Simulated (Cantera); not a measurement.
What does this Cantera script print?

```python
import numpy as np
import cantera as ct

gas = ct.Solution("h2o2.yaml")
gas.TPX = 1300, 1500, {'H2': 0.14, 'O2': 1, 'N2': 0.92}
inlet = ct.Reservoir(gas, clone=True)

reactor = ct.IdealGasConstPressureReactor(gas, energy="off", clone=False)
exhaust = ct.Reservoir(gas, clone=True)
tau = [4.5, 2.1, 0.97, 0.45, 0.21, 0.097, 0.045, 0.021, 0.0098, 0.0046][0]
for a, b in ((inlet, reactor), (reactor, exhaust)):
    ct.MassFlowController(a, b, mdot=lambda t: reactor.mass / tau)
net = ct.ReactorNet([reactor])
show = ['H2', 'O2', 'HO2', 'OH', 'H2O']

rows = []
print(f"{'tau/s':>10s}{'T/K':>9s}" + "".join(f"{s:>11s}" for s in show))
for tau in [4.5, 2.1, 0.97, 0.45, 0.21, 0.097, 0.045, 0.021, 0.0098, 0.0046]:
    net.initial_time = 0.0
    net.advance(30 * tau)
    before = gas.X
    net.advance(40 * tau)
    drift = np.max(np.abs(gas.X - before) / (gas.X + 1e-9))
    rows.append([gas.T, *gas[show].X, drift])
    print(f"{tau:10.3e}{gas.T:9.1f}" + "".join(f"{x:11.3e}" for x in gas[show].X))
```

Result:

```
     tau/s      T/K         H2         O2        HO2         OH        H2O
 4.500e+00   1300.0  1.273e-04  4.659e-01  8.016e-07  1.145e-03  6.951e-02
 2.100e+00   1300.0  2.069e-04  4.652e-01  1.058e-06  1.467e-03  6.915e-02
 9.700e-01   1300.0  3.353e-04  4.639e-01  1.346e-06  1.877e-03  6.859e-02
 4.500e-01   1300.0  5.341e-04  4.621e-01  1.638e-06  2.377e-03  6.771e-02
 2.100e-01   1300.0  8.284e-04  4.594e-01  1.906e-06  2.962e-03  6.637e-02
 9.700e-02   1300.0  1.248e-03  4.556e-01  2.126e-06  3.614e-03  6.436e-02
 4.500e-02   1300.0  1.789e-03  4.511e-01  2.277e-06  4.262e-03  6.170e-02
 2.100e-02   1300.0  2.457e-03  4.468e-01  2.361e-06  4.839e-03  5.872e-02
 9.800e-03   1300.0  3.358e-03  4.438e-01  2.405e-06  5.352e-03  5.576e-02
 4.600e-03   1300.0  4.804e-03  4.429e-01  2.431e-06  5.873e-03  5.275e-02
```

Detailed kinetics in Cantera: the H2/O2 subset of GRI-Mech 3.0, which has no nitrogen chemistry. Radical loss at walls, strong at low pressure, is not modelled. The temperature is held fixed by assumption; the heat of reaction is taken as removed at once.
